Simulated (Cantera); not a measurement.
An isothermal, constant-pressure homogeneous reactor starts with 0.367 % CO, 0.208 % O2, 0.159 % H2O, 99.3 % N2, at 900 K and 0.310 bar.

Model: GRI-Mech 3.0 (53 species, 325 reactions), integrated in Cantera.

x: mole fraction; the columns are a selection and need not sum to one.

```tsv
t (s)	x CO	x O2	x H2O	x CO2	x NO2	x H2	x NO
0.000800	0.00367	0.00208	0.00159	<1e-12	<1e-12	<1e-12	<1e-12
0.00165	0.00367	0.00208	0.00159	<1e-12	<1e-12	<1e-12	<1e-12
0.00340	0.00367	0.00208	0.00159	<1e-12	<1e-12	<1e-12	<1e-12
0.00701	0.00367	0.00208	0.00159	1.47e-12	<1e-12	<1e-12	<1e-12
0.0144	0.00367	0.00208	0.00159	3.31e-12	<1e-12	<1e-12	<1e-12
0.0298	0.00367	0.00208	0.00159	8.11e-12	<1e-12	<1e-12	<1e-12
0.0614	0.00367	0.00208	0.00159	2.26e-11	<1e-12	<1e-12	<1e-12
0.126	0.00367	0.00208	0.00159	7.52e-11	<1e-12	<1e-12	<1e-12
0.261	0.00367	0.00208	0.00159	3.24e-10	<1e-12	2.90e-12	<1e-12
0.537	0.00367	0.00208	0.00159	2.33e-9	<1e-12	2.34e-11	<1e-12
1.11	0.00367	0.00208	0.00159	6.07e-8	<1e-12	7.03e-10	<1e-12
2.28	0.00366	0.00208	0.00159	1.77e-5	<1e-12	(withheld)	<1e-12
4.71	0.00302	0.00176	0.00157	0.000658	1.80e-12	(withheld)	3.50e-10
9.70	0.000838	0.000674	0.00157	0.00284	8.77e-12	(withheld)	3.44e-9
20.0	0.000124	0.000313	0.00159	0.00355	2.77e-11	(withheld)	4.79e-9
```

**Question.** Complete the blanks.

**Answer.** 
- 2.28, x H2: 9.22e-7
- 4.71, x H2: 1.81e-5
- 9.70, x H2: 1.49e-5
- 20.0, x H2: 4.77e-6
